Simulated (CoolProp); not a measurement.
Vapour-liquid equilibrium of dimethyl carbonate (1) + n-decane (2) at 149.65 °C; x and y are mole fractions of (1).

The numbers come from the multi-fluid Helmholtz-energy mixture model, Zhou 2011 and Lemmon 2006; pair parameters Bell 2016 in CoolProp.

Problem. Give the bubble pressure and the first vapour's composition at x = 0.05, 0.65, 0.85. Is there an azeotrope?

Solution. x = 0.05: 0.1234 MPa, y = 0.584; x = 0.65: 0.4121 MPa, y = 0.909; x = 0.85: 0.4560 MPa, y = 0.946. No azeotrope shows between x = 0.05 and 0.95.

Pair parameters are fitted to limited data, so mixtures are less certain than the pure fluids. With so large a gap from Raoult's law the liquid may split in two, which this calculation doesn't test in full.
